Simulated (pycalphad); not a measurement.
CALPHAD calculation (pycalphad, COST 507 light-alloy database (1999)), 1 atm. These are 1990s assessments: newer ones move some temperatures and phases. Kinetics are ignored, which matters at the lower temperatures.

### Question
How does the equilibrium phase assembly of Ti-23.7C (at.%) change on cooling from 3300 K to 525 K?

### Answer
```json
[
 {"T (K)": "3042.6", "phases above": "liquid", "phases below": "fcc + liquid"},
 {"T (K)": "1923 ± 3", "phases above": "fcc + liquid", "phases below": "bcc + fcc"},
 {"T (K)": "1189.9", "phases above": "bcc + fcc", "phases below": "fcc + hcp"}
]
```
Changes were sought between steps of 75 K, so a narrower field can be missed.

The fcc model also describes the rock-salt carbide or nitride (TiC, TiN, HfC).
